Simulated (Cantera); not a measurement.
A closed system holds: 1 mol B₂O₃, 0.71 mol O₂, equilibrated at 652 °C and 0.240 Torr.

Cantera equilibrium calculation (NASA polynomials, part measured and part estimated; ideal gas, pure solids and liquids). Candidate condensed phases: B, B₂O₃; 10 gas species. Equilibrium is a limit: real reactors are often held back by kinetics, nucleation or transport.

Base state: O₂ 1.00 (mole fractions); condensed: B₂O₃(l).

What changes in the equilibrium state with this change: B₂O₃ replaced by borazine?


```
species       before     after
------------  ------  --------
H₂                 0     0.864
N₂                 0     0.136
H₂O                0  0.000302
O₂              1.00     <1e-9
B₂O₃(l), mol    1.00     0.473
BN(s), mol         0      2.05
```
The feed counts by its element totals alone. Further candidate phases: BN, B₃O₃H₃, H₂O.

What changes in the equilibrium state with this change: temperature from 652 °C to 1750 °C?


```csv
species,before,after
B₂O₃,<1e-9,0.474
O₂,1.00,0.342
BO₂,<1e-9,0.154
O,<1e-9,0.0261
BO,<1e-9,0.00344
B₂O₂,<1e-9,1.37e-5
"B₂O₃(l), mol",1.00,0
```
